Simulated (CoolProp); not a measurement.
A simple Rankine cycle with n-butane: condensing at 302.15 K, boiler at 1.27 MPa, turbine inlet 369 K, turbine efficiency 0.65, pump efficiency 0.7, no recuperator. Each further row changes one setting.

Values from CoolProp's reference Helmholtz-energy equation of state, Bücker 2006.

```json
[
 {"case": "as stated", "thermal efficiency (%)": "8.8", "net work (kJ/kg)": "39.8", "heat in (kJ/kg)": "451", "turbine exit temperature (K)": "330.9", "volume ratio over the turbine": "5.02"},
 {"case": "turbine inlet 389 K", "thermal efficiency (%)": "8.8", "net work (kJ/kg)": "43.9", "heat in (kJ/kg)": "499", "turbine exit temperature (K)": "353.3", "volume ratio over the turbine": "4.86"},
 {"case": "condensing temperature 294.15 K", "thermal efficiency (%)": "9.9", "net work (kJ/kg)": "46.6", "heat in (kJ/kg)": "470", "turbine exit temperature (K)": "326.2", "volume ratio over the turbine": "6.42"},
 {"case": "boiler pressure 0.889 MPa", "thermal efficiency (%)": "7.1", "net work (kJ/kg)": "33.0", "heat in (kJ/kg)": "466", "turbine exit temperature (K)": "342.5", "volume ratio over the turbine": "3.32"},
 {"case": "turbine efficiency 0.55", "thermal efficiency (%)": "7.4", "net work (kJ/kg)": "33.3", "heat in (kJ/kg)": "451", "turbine exit temperature (K)": "334.3", "volume ratio over the turbine": "5.09"}
]
```
